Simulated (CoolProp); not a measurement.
Vapour-liquid equilibrium of isobutane (1) + acetone (2) at 311.3 K; x and y are mole fractions of (1).

The numbers come from the multi-fluid Helmholtz-energy mixture model, Bücker 2006 and Lemmon 2006; pair parameters Bell 2016 in CoolProp.

Problem. Give the bubble pressure and the first vapour's composition at x = 0.15, 0.45, 0.95. Is there an azeotrope?

Solution. x = 0.15: 2.660 bar, y = 0.812; x = 0.45: 4.088 bar, y = 0.890; x = 0.95: 4.945 bar, y = 0.973. No azeotrope shows between x = 0.05 and 0.95.

Pair parameters are fitted to limited data, so mixtures are less certain than the pure fluids. With so large a gap from Raoult's law the liquid may split in two, which this calculation doesn't test in full.
